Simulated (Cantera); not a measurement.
Cantera with NASA thermochemical tables; ideal gases at 1 bar, condensed phases pure. Values are per mole of reaction as written; species without (g) are pure solids or liquids, kept so even where they would boil at 1 bar.

2 PbS + 4 NO(g) ⇌ 2 N2O(g) + S2(g) + 2 PbO

```csv
T (K),ΔH° (kJ),ΔS° (J/K),ΔG° (kJ),log10 K,condensed phases
375,-316.4,-227.1,-231.3,32.21,"PbS(s), PbO(red)"
425,-316.5,-227.2,-219.9,27.03,"PbS(s), PbO(red)"
475,-316.2,-226.6,-208.6,22.93,"PbS(s), PbO(red)"
525,…,…,…,…,"PbS(s), PbO(red)"
575,-315.2,-224.7,-186.0,16.90,"PbS(s), PbO(red)"
625,-314.5,-223.6,-174.8,14.61,"PbS(s), PbO(red)"
675,…,…,…,…,"PbS(s), PbO(red)"
725,-313.0,-221.3,-152.5,10.99,"PbS(s), PbO(red)"
775,-311.9,-219.8,-141.5,9.54,"PbS(s), PbO(yellow)"
```

Complete the blanks.


- 525, ΔH° (kJ): -315.8
- 525, ΔS° (J/K): -225.8
- 525, ΔG° (kJ): -197.3
- 525, log10 K: 19.63
- 675, ΔH° (kJ): -313.8
- 675, ΔS° (J/K): -222.4
- 675, ΔG° (kJ): -163.6
- 675, log10 K: 12.66
